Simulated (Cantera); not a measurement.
Input (Python, Cantera):

```python
import numpy as np
import cantera as ct

gas = ct.Solution("gri30.yaml", transport_model="mixture-averaged")
show = ['NO', 'OH', 'N2']

rows = []
print(f"{'T/K':>7s}{'rho':>11s}{'cp':>10s}{'mu':>11s}{'lambda':>11s}{'Pr':>7s}" + "".join(f"{'D_' + s:>11s}" for s in show))
for T in [400, 650, 900, 1150, 1400, 1650, 1900]:
    gas.TPX = T, 9900, {'CO': 0.78}
    Pr = gas.cp_mass * gas.viscosity / gas.thermal_conductivity
    D = [gas.mix_diff_coeffs_mole[gas.species_index(s)] for s in show]
    rows.append([gas.density, gas.cp_mass, gas.viscosity, gas.thermal_conductivity, Pr, *D])
    print(f"{T:7g}{gas.density:11.4e}{gas.cp_mass:10.1f}{gas.viscosity:11.4e}"
          f"{gas.thermal_conductivity:11.4e}{Pr:7.3f}" + "".join(f"{d:11.4e}" for d in D))
print("SI units: kg/m3, J/kg/K, Pa s, W/m/K, m2/s")
```

It prints:

```
    T/K        rho        cp         mu     lambda     Pr       D_NO       D_OH       D_N2
    400 8.3379e-02    1048.7 2.1957e-05 3.1736e-02  0.726 3.4374e-04 5.3060e-04 3.4959e-04
    650 5.1310e-02    1098.3 3.0695e-05 4.7207e-02  0.714 7.8597e-04 1.2086e-03 7.9935e-04
    900 3.7057e-02    1164.1 3.8082e-05 6.1918e-02  0.716 1.3565e-03 2.0831e-03 1.3796e-03
   1150 2.9001e-02    1211.2 4.4693e-05 7.5693e-02  0.715 2.0409e-03 3.1321e-03 2.0757e-03
   1400 2.3822e-02    1246.1 5.0779e-05 8.8578e-02  0.714 2.8298e-03 4.3414e-03 2.8779e-03
   1650 2.0213e-02    1270.9 5.6478e-05 1.0066e-01  0.713 3.7163e-03 5.7004e-03 3.7795e-03
   1900 1.7553e-02    1288.5 6.1871e-05 1.1201e-01  0.712 4.6950e-03 7.2010e-03 4.7749e-03
SI units: kg/m3, J/kg/K, Pa s, W/m/K, m2/s
```

Model: GRI-Mech 3.0 (53 species, 325 reactions), integrated in Cantera.
